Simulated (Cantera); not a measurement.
A closed system holds: 1 mol Cr, 0.32 mol NH3, 11 mol N2, at 1 atm.

Method: chemical equilibrium by Gibbs-energy minimisation in Cantera with the NASA 1993 tables (ideal gas, pure condensed phases). Candidate condensed phases: Cr, CrN, Cr2N; 11 gas species. The numbers say what is thermodynamically allowed, not how fast it happens.

**Question.** Which condensed phases are stable at each of these points (T (K)): 898, 998, 1098, 1198, 1298, 1398, 1498, 1598, 1698?

**Answer.** 
```tsv
T (K)	condensed phases	Cr condensed (%)
898	CrN(s)	100.0
998	CrN(s)	100.0
1098	CrN(s)	100.0
1198	CrN(s)	100.0
1298	CrN(s)	100.0
1398	Cr2N(s)	100.0
1498	Cr2N(s)	100.0
1598	Cr2N(s)	100.0
1698	Cr2N(s)	100.0
```

From 898 K to 1298 K the condensed part is CrN(s). From 1398 K to 1698 K the condensed part is Cr2N(s).
